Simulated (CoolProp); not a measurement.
Vapour-liquid equilibrium of ethanol (1) + n-hexane (2) at 1200 kPa; x and y are mole fractions of (1).

Computed with CoolProp (multi-fluid Helmholtz-energy mixture model, Schroeder 2014 and Thol 2019; pair parameters Bell 2016).

```
x      bubble temperature (°C)  y at the bubble point  dew temperature at overall composition x (°C)  liquid density (mol/L)
-----  -----------------------  ---------------------  ---------------------------------------------  ----------------------
0.05                     166.5                  0.147                                          172.3                   5.875
0.125                    158.5                  0.287                                          167.8                   6.230
0.2                      154.2                  0.370                                          163.4                   6.567
0.275                    151.7                  0.424                                          159.2                   6.921
0.35                     150.4                  0.464                                          155.1                   7.312
0.425                    149.6                  0.497                                          151.7                   7.756
0.5                      149.2                  0.528                                          149.5                   8.264
0.575                    149.1                  0.562                                          149.2                   8.844
0.65                     149.4                  0.602                                          150.1                   9.501
0.725                    150.2                  0.653                                          151.6                   10.24
0.8                      151.5                  0.718                                          153.3                   11.07
0.875                    153.4                  0.804                                          155.1                   12.00
0.95                     156.0                  0.914                                          156.9                   13.05
```

y crosses x between x = 0.5 and 0.575: the model has an azeotrope there.

The pair parameters rest on a limited set of measurements; away from them the model extrapolates.
